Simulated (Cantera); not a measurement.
Cantera with NASA thermochemical tables; ideal gases at 1 bar, condensed phases pure. Values are per mole of reaction as written; species without (g) are pure solids or liquids, kept so even where they would boil at 1 bar.

Between 300 and 548 K, where is each reaction favourable under standard conditions?
- PbI2(g) = I2 + Pb


- PbI2(g) = I2 + Pb: ΔG° is 57 kJ at 300 K and 92 kJ at 548 K; it stays positive (K < 1). ΔH° is 29 kJ and ΔS° -114 J/K at 548 K.
